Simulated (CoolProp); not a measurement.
Model: reference Helmholtz-energy equation of state, Gao 2020, in CoolProp.

Q: For ammonia, give the phase and the cp (kJ/(kg K)), conductivity (mW/(m K)) at 166.35 °C and 1890 kPa; 166.35 °C and 3790 kPa.

A: 
- 166.35 °C and 1890 kPa: gas; cp 2.57, conductivity 44.9
- 166.35 °C and 3790 kPa: gas; cp 2.85, conductivity 47.2

Thermal conductivity comes from a separate model (Tufeu 1984).
